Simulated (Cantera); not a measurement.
A closed system holds: 1 mol Zr, 0.78 mol NH₃, 2.1 mol H₂, at 1748 K and 0.100 bar.

Method: chemical equilibrium by Gibbs-energy minimisation in Cantera with the NASA 1993 tables (ideal gas, pure condensed phases). Candidate condensed phases: Zr, ZrN; 11 gas species. Mutual solubility and eutectic melting of coexisting phases are not modelled. ZrN: taken at fixed stoichiometry. Condensed phases not in the tables: N, O or C dissolved in the metal. Equilibrium is a limit: real reactors are often held back by kinetics, nucleation or transport.

Base state: H₂ 0.999, H 0.000722 (mole fractions); condensed: Zr(β) + ZrN(s).

**Question.** What changes in the equilibrium state with this change: pressure from 0.100 bar to 0.00120 bar?

**Answer.** 
```csv
species,before,after
H₂,0.999,0.993
H,0.000722,0.00657
"Zr(β), mol",0.220,0.220
"ZrN(s), mol",0.780,0.780
```
